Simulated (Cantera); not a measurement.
A Cantera script and its output.

```python
import numpy as np
import cantera as ct

gas = ct.Solution("gri30.yaml")


def delay(T, t_max=10):
    gas.TPX = T, 101325, {'CH4': 1, 'C2H6': 0.055, 'O2': 2.19, 'N2': 8.24}
    reactor = ct.IdealGasReactor(gas, clone=False)
    net = ct.ReactorNet([reactor])
    net.rtol, net.atol = 1e-8, 1e-16
    while net.time < t_max:
        t_old, T_old = net.time, reactor.T
        net.step()
        if reactor.T > T + 400:  # ignition: a rise of 400 K
            return t_old + (T + 400 - T_old) / (reactor.T - T_old) * (net.time - t_old)
    return np.nan


taus = []
for T in [1150, 1225, 1300, 1375, 1450, 1525]:
    taus.append(delay(T))
    print(f"T0 = {T:6g} K   tau = {taus[-1]:.4e} s")
```

Output:

```
T0 =   1150 K   tau = 2.1242e-02 s
T0 =   1225 K   tau = 8.3276e-03 s
T0 =   1300 K   tau = 3.3671e-03 s
T0 =   1375 K   tau = 1.4077e-03 s
T0 =   1450 K   tau = 6.1845e-04 s
T0 =   1525 K   tau = 2.9204e-04 s
```

Model: GRI-Mech 3.0 (53 species, 325 reactions), integrated in Cantera.
